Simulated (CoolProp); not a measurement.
n-heptane at several states: density (kg/m³) from the reference equation and from simpler models built on Tc = 268.1 °C, pc = 2774 kPa, ω = 0.349; each cubic takes its own stable root.

Model: reference Helmholtz-energy equation of state, Span 2003, in CoolProp. It is a short technical equation, of lower accuracy than the large ones.

| T (°C) | p (kPa) | phase | reference | van der Waals | Redlich-Kwong |
|---|---|---|---|---|---|
| 56.15 | 2000 | liquid | 655.1 | 384.5 | 561.6 |
| 185.15 | 12.8 | gas | 0.3376 | 0.3373 | 0.3374 |
| -74.85 | 42 | liquid | 762.7 | 432.9 | 645.5 |
| 160.75 | 3360 | liquid | 558.3 | 337.3 | 469.4 |
